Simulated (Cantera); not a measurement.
Cantera run:

```python
import numpy as np
import cantera as ct

gas_names = """
    AL ALC ALN AL2 C CN C2 CCN CNC C2N2 C3 C4 C4N2 C5 N N2
""".split()
cond_names = """
    AL(cr) AL(L) ALN(s) C(gr)
""".split()


# ... load() reads the species with a 1 bar reference pressure and builds the phases ...
atoms = {
    'AlN': {'AL': 1, 'N': 1},
    'C': {'C': 1},
    'N2': {'N': 2},
}
top_T = {'ALN(s)': 2750, 'C(gr)': 4500}  # K; cautious upper limits of use, not melting points


# ... equilibrate(T, P, feed) seeds the gas with the atoms and calls Mixture.equilibrate('TP', solver="vcs", rtol=1e-11, max_steps=5000) ...
results = []
feed = {'AlN': 1, 'C': 0.031, 'N2': 1.8}  # mol
T = 1523.15  # K
P = 43000  # Pa
mix = equilibrate(T, P, feed)
results.append((T, P, feed, dict(zip(mix.species_names, mix.species_moles))))
print(gas.report(threshold=0.001))
for i in range(1, mix.n_phases):
    print(f"{mix.phase(i).name:16s} {mix.phase_moles(i):12.5e} mol")
```

It prints:

```
       temperature   1523.2 K
          pressure   43000 Pa
           density   0.095119 kg/m^3
  mean mol. weight   28.014 kg/kmol
   phase of matter   gas

                          1 kg             1 kmol
                     ---------------   ---------------
          enthalpy        1.3984e+06        3.9174e+07  J
   internal energy        9.4632e+05         2.651e+07  J
           entropy            8902.9        2.4941e+05  J/K
    Gibbs function       -1.2162e+07       -3.4071e+08  J
 heat capacity c_p            1243.7             34840  J/K
 heat capacity c_v            946.88             26526  J/K

                      mass frac. Y      mole frac. X     chem. pot. / RT
                     ---------------   ---------------   ---------------
                N2                 1                 1           -26.903
     [  +15 minor]        1.0098e-08         5.784e-09

AL(L)             0.00000e+00 mol
ALN(s)            1.00000e+00 mol
C(gr)             3.10000e-02 mol
```

These are equilibrium values from Cantera (NASA tables, ideal gas, pure condensed phases), not measurements of a reactor.
